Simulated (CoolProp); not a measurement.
C2F6 (R116) along the isotherm 253.9 K: density (kg/m³) from the reference equation and from simpler models built on Tc = 293.0 K, pc = 3.048 MPa, ω = 0.257; each cubic takes its own stable root.

Values from CoolProp's reference Helmholtz-energy equation of state, Lemmon 2006. It is a short technical equation, of lower accuracy than the large ones.

```
p (MPa)   phase  reference
-------  ------  ---------
0.152       gas      10.22
0.305       gas      21.13
0.457       gas      32.73
0.61        gas      45.33
0.762       gas      59.00
0.914       gas      74.20
1.22     liquid       1293
1.37     liquid       1296
1.52     liquid       1299
```

How far does each simpler model (van der Waals, Redlich-Kwong, Soave-Redlich-Kwong, Peng-Robinson) lie from the reference over these 9 states: mean and median of the absolute difference, and the worst?


- van der Waals: mean 32.3 %, median 4.4 %, worst -92.2 % at 253.9 K and 1.22 MPa
- Redlich-Kwong: mean 13.8 %, median 1.4 %, worst -91.7 % at 253.9 K and 1.22 MPa
- Soave-Redlich-Kwong: mean 3.0 %, median 0.3 %, worst -8.9 % at 253.9 K and 1.22 MPa
- Peng-Robinson: mean 1.6 %, median 1.0 %, worst +3.6 % at 253.9 K and 1.52 MPa

At some of these states van der Waals, Redlich-Kwong gives the other phase, because its saturation line lies elsewhere.
